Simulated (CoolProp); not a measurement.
Properties of R1233zd(E) along the isobar 0.101 MPa (Tc = 165.7 °C, pc = 3.583 MPa, ω = 0.304).

Model: reference Helmholtz-energy equation of state, Akasaka 2022, in CoolProp.

| T (°C) | phase | Z | cv (kJ/(kg K)) | expansivity (1/kK) | fugacity coefficient |
|---|---|---|---|---|---|
| 99.45 | gas | 0.9823 | 0.8302 | 2.848 | 0.9826 |
| 105.85 | gas | 0.9833 | 0.8380 | 2.791 | 0.9836 |
| 112.35 | gas | 0.9843 | 0.8458 | 2.735 | 0.9845 |
| 118.75 | gas | 0.9851 | 0.8533 | 2.683 | 0.9853 |
| 125.25 | gas | 0.9859 | 0.8608 | 2.632 | 0.9861 |
| 131.65 | gas | 0.9867 | 0.8680 | 2.584 | 0.9868 |
| 138.15 | gas | 0.9874 | 0.8752 | 2.538 | 0.9875 |
| 144.55 | gas | 0.9880 | 0.8821 | 2.493 | 0.9882 |
| 151.05 | gas | 0.9886 | 0.8890 | 2.450 | 0.9888 |
| 157.45 | gas | 0.9892 | 0.8958 | 2.410 | 0.9893 |
| 163.95 | gas | 0.9898 | 0.9025 | 2.370 | 0.9898 |
| 170.35 | gas | 0.9903 | 0.9090 | 2.332 | 0.9903 |
| 176.85 | gas | 0.9907 | 0.9155 | 2.295 | 0.9908 |
